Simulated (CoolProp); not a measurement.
Values from CoolProp's reference Helmholtz-energy equation of state, Lemmon 2016.

Task: Give the vapour pressure (MPa), liquid density (kg/m³), vapour density (kg/m³), enthalpy of vaporisation (kJ/kg) of saturated R365MFC at 263.8 K.

Result: 
```csv
T (K),p (MPa),liquid density (kg/m³),vapour density (kg/m³),enthalpy of vaporisation (kJ/kg)
263.8,0.0113,1330,0.772,210
```
